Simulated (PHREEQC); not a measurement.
# Brine

Make-up at 70 °C: 1.1 mol/kgw MgSO4, 0.061 mol/kgw Na2SO4 and 0.12 mol/kgw MgCl2. Closed to the air; pH follows from the charge balance.

Equilibrium calculation in PHREEQC: Pitzer model, pitzer.dat.

This is a speciation only: nothing precipitates in the calculation.

Question: Predict the activity of water, osmotic coefficient.

Answer: activity of water 0.972; osmotic coefficient 0.581.

Constants without temperature data keep their 25 °C values here.
